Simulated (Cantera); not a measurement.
Input (Python, Cantera):

```python
import numpy as np
import cantera as ct

gas = ct.Solution("gri30.yaml")
gas.TPX = 1000, 610000, {'CH3OH': 1, 'O2': 1.15, 'N2': 4.34}
reactor = ct.IdealGasConstPressureReactor(gas, energy="on", clone=False)
net = ct.ReactorNet([reactor])
net.rtol, net.atol = 1e-08, 1e-16
show = ['CH3OH', 'O2', 'C2H6', 'C2H2', 'C2H4']
times = np.geomspace(3e-06, 2, 11)

steps = ct.SolutionArray(gas, extra=["t"])
rows = []
print(f"{'t/s':>10s}{'T/K':>9s}{'P/Pa':>11s}" + "".join(f"{s:>11s}" for s in show))
for t in times:
    while net.time < t:
        t_next = net.step()
        steps.append(gas.state, t=t_next)
    rows.append([np.interp(t, steps.t, y) for y in (steps.T, steps.P, *steps(*show).X.T)])
    print(f"{t:10.3e}{rows[-1][0]:9.1f}{rows[-1][1]:11.4g}" + "".join(f"{x:11.3e}" for x in rows[-1][2:]))
rate = np.gradient(steps.T, steps.t)
print("integrator steps:", len(steps.t))
if steps.T.max() > steps.T[0] + 200:
    print(f"time of steepest temperature rise: {steps.t[rate.argmax()]:.4e} s")
gas.TPX = 1000, 610000, {'CH3OH': 1, 'O2': 1.15, 'N2': 4.34}
gas.equilibrate("HP")
print(f"equilibrium (HP): T = {gas.T:.1f} K  " + "  ".join(f"{s} {gas[s].X[0]:.3e}" for s in show))
```

Result:

```
       t/s      T/K       P/Pa      CH3OH         O2       C2H6       C2H2       C2H4
 3.000e-06   1000.0    6.1e+05  1.541e-01  1.772e-01  3.272e-19  2.197e-24  5.467e-21
 1.147e-05   1000.0    6.1e+05  1.541e-01  1.772e-01  1.060e-17  8.440e-24  1.040e-19
 4.384e-05   1000.0    6.1e+05  1.541e-01  1.772e-01  1.360e-16  3.231e-23  1.144e-18
 1.676e-04   1000.0    6.1e+05  1.541e-01  1.772e-01  7.204e-16  1.236e-22  5.902e-18
 6.407e-04   1000.0    6.1e+05  1.541e-01  1.772e-01  2.959e-15  4.725e-22  2.412e-17
 2.449e-03   1000.0    6.1e+05  1.541e-01  1.772e-01  1.150e-14  1.808e-21  9.367e-17
 9.364e-03   1000.0    6.1e+05  1.541e-01  1.772e-01  4.393e-14  6.930e-21  3.580e-16
 3.580e-02   1000.0    6.1e+05  1.541e-01  1.772e-01  1.649e-13  2.683e-20  1.349e-15
 1.369e-01   2569.2    6.1e+05  3.784e-14  5.539e-04  9.410e-25  5.790e-16  6.732e-20
 5.232e-01   2569.2    6.1e+05  3.784e-14  5.539e-04  9.410e-25  5.790e-16  6.732e-20
 2.000e+00   2569.2    6.1e+05  3.784e-14  5.539e-04  9.410e-25  5.790e-16  6.732e-20
integrator steps: 2554
time of steepest temperature rise: 1.1548e-01 s
equilibrium (HP): T = 2569.2 K  CH3OH 3.904e-14  O2 5.539e-04  C2H6 1.190e-24  C2H2 6.295e-16  C2H4 7.329e-20
```

Detailed kinetics in Cantera: GRI-Mech 3.0 (53 species, 325 reactions). GRI-Mech 3.0 was tuned for natural gas; its chemistry of methanol as a main component is partial and can be far from experiment.
